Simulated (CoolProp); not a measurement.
The numbers come from the reference Helmholtz-energy equation of state, Zhou 2011 in CoolProp.

**Question.** For dimethyl carbonate, give the phase and the density (kg/m³), cv (kJ/(kg K)) at 600 K and 7.76 bar; 600 K and 24.5 bar.

**Answer.** 
- 600 K and 7.76 bar: gas; density 14.7, cv 1.77
- 600 K and 24.5 bar: gas; density 51.8, cv 1.79
